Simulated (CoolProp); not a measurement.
Hydrogen sulfide along the isotherm 208.4 K: fugacity coefficient from the reference equation and from simpler models built on Tc = 373.1 K, pc = 89.99 bar, ω = 0.101; each cubic takes its own stable root.

Model: reference Helmholtz-energy equation of state, Lemmon 2006, in CoolProp. It is a short technical equation, of lower accuracy than the large ones.

| p (bar) | phase | reference |
|---|---|---|
| 28.1 | liquid | 0.02968 |
| 56.2 | liquid | 0.01572 |
| 84.4 | liquid | 0.01109 |
| 112 | liquid | 0.008837 |
| 141 | liquid | 0.007446 |
| 169 | liquid | 0.006575 |
| 197 | liquid | 0.005969 |
| 225 | liquid | 0.005530 |

Problem. How far does each simpler model (van der Waals, Redlich-Kwong, Soave-Redlich-Kwong, Peng-Robinson) lie from the reference over these 8 states: mean and median of the absolute difference, and the worst?

Solution. 
- van der Waals: mean 584.3 %, median 583.3 %, worst +655.3 % at 208.4 K and 225 bar
- Redlich-Kwong: mean 5.0 %, median 5.0 %, worst +5.7 % at 208.4 K and 225 bar
- Soave-Redlich-Kwong: mean 0.4 %, median 0.4 %, worst -0.7 % at 208.4 K and 28.1 bar
- Peng-Robinson: mean 1.1 %, median 1.0 %, worst +2.5 % at 208.4 K and 28.1 bar
